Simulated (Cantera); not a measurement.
Charge: 1 mol TEOS, 3.6 mol N₂O, 62 mol N₂, at 0.133 bar.

Equilibrium computed with Cantera from the NASA thermochemical tables; the gas is ideal and each condensed phase is pure. Candidate condensed phases: C, C₆H₆, C₇H₈, C₈H₁₈, H₂O, Si, SiC, SiO₂, Si₂N₂O, Si₃N₄; 151 gas species. The feed counts by its element totals alone. Mutual solubility and eutectic melting of coexisting phases are not modelled. The tables hold silica as quartz up to 1696 K and as liquid above; real silica turns to tridymite and cristobalite and melts near 1996 K. Equilibrium is a limit: real reactors are often held back by kinetics, nucleation or transport.

### Question
Which condensed phases are stable at each of these points (T (K)): 700, 800, 900, 1000, 1100, 1200, 1300, 1400, 1500, 1600, 1700?

### Answer
| T (K) | condensed phases | Si condensed (%) |
|---|---|---|
| 700 | C(graphite) + SiO₂(α-quartz) | 100.0 |
| 800 | C(graphite) + SiO₂(α-quartz) | 100.0 |
| 900 | C(graphite) + SiO₂(β-quartz) | 100.0 |
| 1000 | C(graphite) + SiO₂(β-quartz) | 100.0 |
| 1100 | C(graphite) + SiO₂(β-quartz) | 100.0 |
| 1200 | C(graphite) + SiO₂(β-quartz) | 100.0 |
| 1300 | C(graphite) + Si₂N₂O(s) | 100.0 |
| 1400 | C(graphite) + Si₂N₂O(s) | 100.0 |
| 1500 | C(graphite) + Si₂N₂O(s) | 99.9 |
| 1600 | C(graphite) + Si₂N₂O(s) | 99.5 |
| 1700 | SiC(s) + Si₂N₂O(s) | 96.5 |

From 700 K to 800 K the condensed part is C(graphite) + SiO₂(α-quartz). From 900 K to 1200 K the condensed part is C(graphite) + SiO₂(β-quartz). From 1300 K to 1600 K the condensed part is C(graphite) + Si₂N₂O(s). At 1700 K the condensed part is SiC(s) + Si₂N₂O(s).
